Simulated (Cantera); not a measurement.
Charge: 1 mol Cr, 4.9 mol NH₃, 7.4 mol H₂, at 877 °C and 13.3 mbar.

Cantera equilibrium calculation (NASA polynomials, part measured and part estimated; ideal gas, pure solids and liquids). Candidate condensed phases: Cr, CrN, Cr₂N; 11 gas species. The numbers say what is thermodynamically allowed, not how fast it happens.

Q: What is the equilibrium state?

A: 
```json
{
 "x(H₂)": "0.870",
 "x(N₂)": "0.130",
 "n(Cr₂N(s))": "0.500 mol",
 "gas_amount": "16.95 mol",
 "log10 activity of Cr(s) (absent)": "-0.25"
}
```
